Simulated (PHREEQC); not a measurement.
Dissolve 1 mol/kgw MgCl2 and 0.0017 mol/kgw CO2 at 63 °C. Closed to the air; pH follows from the charge balance.

Model: Pitzer model, pitzer.dat, run in PHREEQC.

The ionic strength comes out as 3.00 mol/kgw. What activity coefficients do HCO3-, Cl-, H+, Mg+2 get?

HCO3- 0.37, Cl- 0.58, H+ 1.3, Mg+2 0.33. Single-ion values are on the MacInnes scale.

This is a speciation only: nothing precipitates in the calculation. In brines, pH and single-ion activities rest on the MacInnes convention. Away from 25 °C the constants follow the database's enthalpies or fits; those with neither stay at their 25 °C values.
